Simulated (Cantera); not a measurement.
Adiabatic ignition

An adiabatic, constant-volume homogeneous reactor starts with 1.42 % C3H8, 18.2 % O2, 68.6 % N2, 11.8 % H2O, at 1325 K and 450000 Pa.

Cantera simulation using GRI-Mech 3.0 (53 species, 325 reactions); the numbers are that mechanism's predictions, not measurements. GRI-Mech 3.0 was tuned for natural gas; its chemistry of propane as a main component is partial and can be far from experiment.

```tsv
t (s)	T (K)	P (bar)	x C3H8	x O2	x H2O	x CH2O	x H
4.00e-6	1325	4.50	0.0142	0.182	0.118	3.82e-7	8.67e-8
1.26e-5	1325	4.50	0.0142	0.182	0.118	7.62e-6	1.75e-7
4.00e-5	1325	4.50	0.0138	0.182	0.118	9.86e-5	3.79e-7
0.000126	1327	4.52	0.0124	0.181	0.119	0.000498	6.89e-7
0.000400	2236	7.71	<1e-12	0.108	0.170	<1e-12	4.07e-5
0.00126	2235	7.71	<1e-12	0.108	0.170	<1e-12	4.06e-5
0.00400	2235	7.71	<1e-12	0.108	0.170	<1e-12	4.03e-5
0.0126	2232	7.70	<1e-12	0.108	0.170	<1e-12	3.95e-5
0.0400	2226	7.68	<1e-12	0.106	0.170	<1e-12	3.77e-5
0.126	2217	7.65	<1e-12	0.105	0.170	<1e-12	3.52e-5
0.400	2214	7.64	<1e-12	0.104	0.170	<1e-12	3.44e-5
```
x: mole fraction; the columns are a selection and need not sum to one.

The time of steepest temperature rise comes out as 0.282 ms. The temperature at 0.400 s is 2214 K and the equilibrium temperature is 2214 K. The x(C3H8) at 0.400 s comes out as <1e-12 (gas-phase equilibrium <1e-12). The x(O2) at 0.400 s is 0.104 (gas-phase equilibrium 0.104). The x(H2O) at 0.400 s is 0.170 (gas-phase equilibrium 0.170).
